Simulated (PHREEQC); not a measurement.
Ca(OH)2 is added in steps, without added water, to 1 kg of water holding 0.12 mol/kgw Ni(NO3)2, 0.0072 mol/kgw Na2SO4 and 0.0029 mol/kgw NiCl2, at 25 °C. O2 is buffered at 0.21 atm. The system is closed to CO2. Solids allowed: Gypsum, Portlandite, Ni(OH)2, Ni4(OH)6SO4, Halite, Mirabilite, Morenosite. Others were left out.

Base run: PHREEQC, ion-association model, wateq4f.dat. Each further column changes one thing. The table gives Ca in solution (mol/kgw).

```tsv
Ca(OH)2 added (mol)	base	Davies equation for every ion	Debye-Hückel limiting law	all activity coefficients set to 1	metal-ligand complexes left out
0	0	0	0	0	0
0.036	0.0360	0.0360	0.0360	0.0360	0.0360
0.084	0.0840	0.0840	0.0840	0.0840	0.0820
0.12	0.120	0.120	0.120	0.118	0.116
0.156	0.139	0.137	0.156	0.132	0.135
0.204	0.139	0.137	0.165	0.132	0.135
0.24	0.139	0.137	0.165	0.132	0.135
0.276	0.139	0.137	0.165	0.132	0.135
0.324	0.139	0.137	0.165	0.132	0.135
0.36	0.139	0.137	0.165	0.132	0.135
0.396	0.139	0.137	0.165	0.132	0.135
0.444	0.139	0.137	0.165	0.132	0.135
0.48	0.139	0.137	0.165	0.132	0.135
```

The database's Ni(OH)2 is the aged solid; a fresh precipitate is more soluble.
